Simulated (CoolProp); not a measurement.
Vapour-liquid equilibrium of n-butane (1) + R113 (2) at 0.166 MPa; x and y are mole fractions of (1).

Model: multi-fluid Helmholtz-energy mixture model, Bücker 2006 and Marx 1992; pair parameters Bell 2016, in CoolProp.

```csv
x,bubble temperature (K),y at the bubble point,dew temperature at overall composition x (K),liquid density (mol/L)
0.05,330.4,0.200,335.0,7.974
0.2,316.5,0.558,330.4,8.341
0.35,307.1,0.733,325.2,8.669
0.5,300.5,0.831,319.1,8.981
0.65,295.4,0.896,311.8,9.293
0.8,291.2,0.945,302.7,9.617
0.95,287.6,0.987,290.8,9.964
```

No azeotrope shows between x = 0.05 and 0.95.

Pair parameters are fitted to limited data, so mixtures are less certain than the pure fluids.
